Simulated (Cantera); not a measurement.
Standard-state values (1 bar) from the NASA 1993 polynomials, evaluated with Cantera. Values are per mole of reaction as written; species without (g) are pure solids or liquids, kept so even where they would boil at 1 bar.

P4(g) + 10 OH(g) → P4O10(g) + 10 H(g), with ΔH° = -1176.5 kJ and ΔS° = -566.1 J/K at 300 K.

Problem. How far is the shortcut ΔG° ≈ ΔH°(300 K) − T·ΔS°(300 K) from the full temperature-dependent value at 873, 948, 1023, 1098, 1173, 1248 K?

Solution. 
| T (K) | shortcut (kJ) | full (kJ) | difference (kJ) | difference in log10 K |
|---|---|---|---|---|
| 873 | -682.3 | -709.1 | 26.8 | -1.60 |
| 948 | -639.9 | -674.1 | 34.2 | -1.89 |
| 1023 | -597.4 | -639.8 | 42.4 | -2.17 |
| 1098 | -554.9 | -606.2 | 51.3 | -2.44 |
| 1173 | -512.5 | -573.3 | 60.8 | -2.71 |
| 1248 | -470.0 | -540.9 | 70.9 | -2.97 |
The shortcut ignores the heat-capacity change of the reaction.
